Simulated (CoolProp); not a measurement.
Computed with CoolProp (reference Helmholtz-energy equation of state, Lemmon 2006). It is a short technical equation, of lower accuracy than the large ones.

### Question
For carbon monoxide, give the phase and the cv (kJ/(kg K)), speed of sound (m/s), Joule-Thomson coefficient (K/MPa) at -114.95 °C and 4.58 bar; 77.55 °C and 112 bar; 13.85 °C and 0.345 bar.

### Answer
- -114.95 °C and 4.58 bar: gas; cv 0.750, speed of sound 253, Joule-Thomson coefficient 7.88
- 77.55 °C and 112 bar: supercritical; cv 0.766, speed of sound 414, Joule-Thomson coefficient 1.03
- 13.85 °C and 0.345 bar: gas; cv 0.743, speed of sound 345, Joule-Thomson coefficient 2.76
